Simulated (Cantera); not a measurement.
Feed: 1 mol PbO, 0.73 mol CO, 0.33 mol H₂, held at 1.00 bar.

Equilibrium computed with Cantera from the NASA thermochemical tables; the gas is ideal and each condensed phase is pure. Candidate condensed phases: C, C₆H₆, C₇H₈, C₈H₁₈, H₂O, Pb, PbO, PbO₂, Pb₃O₄; 113 gas species. Kinetics and transport are ignored. All values below are at 825 K.

Base state: CO₂ 0.666, H₂O 0.278, H₂ 0.0338, CO 0.0227, CH₄ 3.59e-5 (mole fractions); condensed: Pb(l).

Q: What changes in the equilibrium state with this change: H₂ from 0.33 to 81 mol?

A: 
```json
[
 {"species": "H₂", "before": "0.0338", "after": "0.969"},
 {"species": "H₂O", "before": "0.278", "after": "0.0215"},
 {"species": "CH₄", "before": "3.59e-5", "after": "0.00907"},
 {"species": "CO₂", "before": "0.666", "after": "1.49e-6"},
 {"species": "CO", "before": "0.0227", "after": "1.88e-5"},
 {"species": "Pb(l), mol", "before": "1.00", "after": "1.000"}
]
```
